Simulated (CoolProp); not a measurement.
Properties of nitrous oxide along the isotherm -4.85 °C (Tc = 36.4 °C, pc = 7.245 MPa, ω = 0.161).

The numbers come from the reference Helmholtz-energy equation of state, Lemmon 2006 in CoolProp. It is a short technical equation, of lower accuracy than the large ones.

```
p (MPa)   phase  density (kg/m³)  cp (kJ/(kg K))  cv (kJ/(kg K))  isothermal compressibility (1/MPa)  expansivity (1/kK)
-------  ------  ---------------  --------------  --------------  ----------------------------------  ------------------
0.0573      gas            1.135               ?          0.6575                               17.53               3.777
0.109       gas            2.168          0.8546          0.6591                               9.251               3.824
0.206       gas            4.129          0.8640          0.6622                               4.932               3.914
0.39        gas            7.931          0.8832          0.6686                               2.645               4.097
0.74        gas            15.50          0.9261          0.6828                               1.439               4.497
1.4         gas            31.23               ?          0.7188                              0.8187                   ?
2.66        gas                ?           1.516          0.8441                              0.5518               9.845
5.04     liquid            945.5           2.083               ?                            0.006234               5.080
9.55     liquid            969.2           1.958          0.9079                            0.004886               4.306
18.1     liquid             1004           1.824          0.9098                            0.003531               3.477
```

Q: Complete the blanks.

A: 
- 0.0573, cp (kJ/(kg K)): 0.8498
- 1.4, cp (kJ/(kg K)): 1.038
- 1.4, expansivity (1/kK): 5.513
- 2.66, density (kg/m³): 70.16
- 5.04, cv (kJ/(kg K)): 0.9086
